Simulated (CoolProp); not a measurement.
A simple Rankine cycle with cis-2-butene: condensing at 308.15 K, boiler at 1.05 MPa, turbine inlet 363.8 K, turbine efficiency 0.9, pump efficiency 0.7, no recuperator. Each further row changes one setting.

The numbers come from the reference Helmholtz-energy equation of state, Lemmon 2005 in CoolProp. It is a short technical equation, of lower accuracy than the large ones.

```csv
case,thermal efficiency (%),net work (kJ/kg),heat in (kJ/kg),turbine exit temperature (K),volume ratio over the turbine
as stated,10.9,48.9,447,318.4,3.59
turbine inlet 383.8 K,11.0,53.6,488,339.9,3.53
condensing temperature 300.15 K,12.5,58.3,466,310.7,4.54
boiler pressure 0.735 MPa,8.2,37.9,460,332.8,2.46
turbine efficiency 0.8,9.7,43.3,447,321.9,3.64
```
